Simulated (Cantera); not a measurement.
A perfectly stirred reactor is fed with 1.10 % CH₄, 93.1 % N₂, 5.81 % H₂O, at 0.0330 bar; it is held at 1975 K, and followed from long to short residence time.

Model: GRI-Mech 3.0 (53 species, 325 reactions), integrated in Cantera. Radical loss at walls, strong at low pressure, is not modelled.

Question: Predict: x(CH₄) at τ = 0.780 s; x(C₂H) at τ = 0.780 s; x(CH₂) at τ = 0.780 s; x(H) at τ = 0.780 s; x(C₂H₄) at τ = 0.780 s; x(CH₄) at τ = 10.0 ms; x(C₂H) at τ = 10.0 ms; x(CH₂) at τ = 10.0 ms; x(H) at τ = 10.0 ms; x(C₂H₄) at τ = 10.0 ms.

Answer: 
```
Property                   Value
----------------------  --------
x(CH₄) at τ = 0.780 s   0.000496
x(C₂H) at τ = 0.780 s    9.50e-8
x(CH₂) at τ = 0.780 s    1.41e-6
x(H) at τ = 0.780 s     0.000346
x(C₂H₄) at τ = 0.780 s   2.66e-6
x(CH₄) at τ = 10.0 ms    0.00654
x(C₂H) at τ = 10.0 ms    1.84e-7
x(CH₂) at τ = 10.0 ms    5.53e-6
x(H) at τ = 10.0 ms      6.03e-5
x(C₂H₄) at τ = 10.0 ms  0.000210
```
